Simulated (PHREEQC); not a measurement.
A made-up water analysis in mg/L, 24 °C, pH 6.37, pe 13: Na 2910; K 0.182; Ca 364; Mg 28.2; Cl 4640; S(6) as SO4 411; Alkalinity as HCO3 451; Cu(2) 1.28; F 3.96; Br 4.61.

Valence states are taken as typed.

The numbers come from PHREEQC with the ion-association model, wateq4f.dat.

Precipitation was switched off in this run.

Question: What charge-balance error does the model give?

Answer: charge-balance error 0.0 %.

Question: In which forms is F present?

Answer: F- 92 %, NaF 3.6 %, MgF+ 2.2 %, CaF+ 2.1 % of the F.

The solution is supersaturated, for example in Fluorite, Malachite, so a real one may precipitate; this is no full list. Complexes and solids missing from the database can't appear.
